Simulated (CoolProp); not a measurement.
A single-stage vapour-compression cycle with the fluid: evaporating at 230.15 K (dew point), condensing at 285.15 K (bubble point), superheat 10 K, subcooling 5 K, compressor efficiency 0.6, no pressure losses. The same conditions are run with several fluids, on thermodynamics alone (safety and materials aside).

Computed with CoolProp (reference Helmholtz-energy equation of state of each fluid (carbon dioxide: Span 1996; hydrogen sulfide: Lemmon 2006; R125: Lemmon 2005; trans-2-butene: Lemmon 2005; isobutane: Bücker 2006; CH2F2 (R32): Tillner-Roth 1997)).

```
fluid             cooling COP  pressure ratio  discharge temperature (K)  refrigerating effect (kJ/kg)  volumetric capacity (kJ/m³)
----------------  -----------  --------------  -------------------------  ----------------------------  ---------------------------
carbon dioxide           1.67            5.27                      407.6                           228                         5010
hydrogen sulfide         1.97            6.39                      459.0                           433                         1730
R125                     1.92            7.45                      323.4                           109                          882
trans-2-butene           2.14            11.6                      347.7                           349                          129
isobutane                2.10            9.58                      330.9                           295                          214
CH2F2 (R32)              1.97            7.60                      417.0                           297                         1250
```
